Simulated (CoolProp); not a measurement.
The fluid at 293.15 K and 0.546 MPa is throttled through a valve to 0.124 MPa with no heat exchange. The same conditions are run with several fluids, on thermodynamics alone (safety and materials aside).

Values from CoolProp's reference Helmholtz-energy equation of state of each fluid (CH2F2 (R32): Tillner-Roth 1997; R1132(E): Akasaka 2024; carbonyl sulfide: Lemmon 2006; R404A: Lemmon 2003; C2F6 (R116): Lemmon 2006). Blends and air are pseudo-pure fits.

```csv
fluid,temperature change (K),final density (kg/m³)
CH2F2 (R32),-12.1,___
R1132(E),-7.5,___
carbonyl sulfide,-9.4,___
R404A,___,___
C2F6 (R116),___,7.22
```

### Question
Complete the blanks.

### Answer

- CH2F2 (R32), final density (kg/m³): 2.81
- R1132(E), final density (kg/m³): 3.40
- carbonyl sulfide, final density (kg/m³): 3.21
- R404A, temperature change (K): -8.4
- R404A, final density (kg/m³): 5.24
- C2F6 (R116), temperature change (K): -3.9
